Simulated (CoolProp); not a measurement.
Model: reference Helmholtz-energy equation of state, Thol 2021, in CoolProp.

Problem. Give the vapour pressure (kPa), vapour density (kg/m³), liquid cp (kJ/(kg K)) of saturated chlorine at 283.6, 295.2, 318.5 K.

Solution. 
```json
[
 {"T (K)": "283.6", "p (kPa)": "511", "vapour density (kg/m³)": "16.7", "liquid cp (kJ/(kg K))": "0.973"},
 {"T (K)": "295.2", "p (kPa)": "715", "vapour density (kg/m³)": "23.0", "liquid cp (kJ/(kg K))": "0.988"},
 {"T (K)": "318.5", "p (kPa)": "1300", "vapour density (kg/m³)": "40.9", "liquid cp (kJ/(kg K))": "1.03"}
]
```
